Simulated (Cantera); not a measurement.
What does this Cantera script print?

```python
import numpy as np
import cantera as ct

gas = ct.Solution("gri30.yaml")
gas.TPX = 1650, 100000, {'CH4': 1, 'CO': 0.64, 'O2': 4.94, 'N2': 18.6}
reactor = ct.IdealGasReactor(gas, energy="on", clone=False)
net = ct.ReactorNet([reactor])
net.rtol, net.atol = 1e-08, 1e-16
show = ['CH4', 'CO', 'O2', 'CH2O', 'CH2', 'CO2', 'C2H2']
times = np.geomspace(4e-06, 1, 16)

steps = ct.SolutionArray(gas, extra=["t"])
rows = []
print(f"{'t/s':>10s}{'T/K':>9s}{'P/Pa':>11s}" + "".join(f"{s:>11s}" for s in show))
for t in times:
    while net.time < t:
        t_next = net.step()
        steps.append(gas.state, t=t_next)
    rows.append([np.interp(t, steps.t, y) for y in (steps.T, steps.P, *steps(*show).X.T)])
    print(f"{t:10.3e}{rows[-1][0]:9.1f}{rows[-1][1]:11.4g}" + "".join(f"{x:11.3e}" for x in rows[-1][2:]))
rate = np.gradient(steps.T, steps.t)
print("integrator steps:", len(steps.t))
if steps.T.max() > steps.T[0] + 200:
    print(f"time of steepest temperature rise: {steps.t[rate.argmax()]:.4e} s")
gas.TPX = 1650, 100000, {'CH4': 1, 'CO': 0.64, 'O2': 4.94, 'N2': 18.6}
gas.equilibrate("UV")
print(f"equilibrium (UV): T = {gas.T:.1f} K  " + "  ".join(f"{s} {gas[s].X[0]:.3e}" for s in show))
```

Result:

```
       t/s      T/K       P/Pa        CH4         CO         O2       CH2O        CH2        CO2       C2H2
 4.000e-06   1650.0      1e+05  3.971e-02  2.542e-02  1.962e-01  5.467e-08  3.430e-12  2.293e-07  1.946e-15
 9.161e-06   1650.0      1e+05  3.971e-02  2.542e-02  1.962e-01  3.503e-07  1.328e-11  6.361e-07  9.458e-14
 2.098e-05   1649.9      1e+05  3.969e-02  2.541e-02  1.962e-01  2.199e-06  6.293e-11  1.926e-06  4.171e-12
 4.804e-05   1649.9      1e+05  3.964e-02  2.541e-02  1.962e-01  1.475e-05  4.418e-10  6.581e-06  1.923e-10
 1.100e-04   1650.6      1e+05  3.931e-02  2.540e-02  1.960e-01  1.223e-04  7.006e-09  2.938e-05  1.416e-08
 2.520e-04   1848.8  1.132e+05  1.871e-02  3.561e-02  1.732e-01  2.209e-03  1.323e-05  2.069e-03  9.942e-05
 5.771e-04   2651.8  1.612e+05  4.886e-18  1.102e-02  1.025e-01  1.473e-11  1.131e-16  5.394e-02  3.004e-21
 1.322e-03   2650.6   1.61e+05  4.741e-18  1.065e-02  1.007e-01  1.413e-11  1.036e-16  5.435e-02  2.749e-21
 3.027e-03   2641.4  1.603e+05  4.462e-18  1.040e-02  9.783e-02  1.348e-11  9.197e-17  5.463e-02  2.425e-21
 6.931e-03   2633.2  1.598e+05  4.221e-18  1.018e-02  9.532e-02  1.293e-11  8.245e-17  5.488e-02  2.161e-21
 1.587e-02   2630.8  1.596e+05  4.152e-18  1.012e-02  9.459e-02  1.277e-11  7.979e-17  5.495e-02  2.088e-21
 3.635e-02   2630.7  1.596e+05  4.150e-18  1.011e-02  9.456e-02  1.276e-11  7.969e-17  5.495e-02  2.085e-21
 8.326e-02   2630.7  1.596e+05  4.150e-18  1.011e-02  9.456e-02  1.276e-11  7.969e-17  5.495e-02  2.085e-21
 1.907e-01   2630.7  1.596e+05  4.150e-18  1.011e-02  9.456e-02  1.276e-11  7.969e-17  5.495e-02  2.085e-21
 4.367e-01   2630.7  1.596e+05  4.150e-18  1.011e-02  9.456e-02  1.276e-11  7.969e-17  5.495e-02  2.085e-21
 1.000e+00   2630.7  1.596e+05  4.150e-18  1.011e-02  9.456e-02  1.276e-11  7.969e-17  5.495e-02  2.085e-21
integrator steps: 1701
time of steepest temperature rise: 2.5956e-04 s
equilibrium (UV): T = 2630.7 K  CH4 6.101e-18  CO 1.011e-02  O2 9.456e-02  CH2O 1.276e-11  CH2 1.083e-16  CO2 5.495e-02  C2H2 2.319e-21
```

Cantera simulation using GRI-Mech 3.0 (53 species, 325 reactions); the numbers are that mechanism's predictions, not measurements.
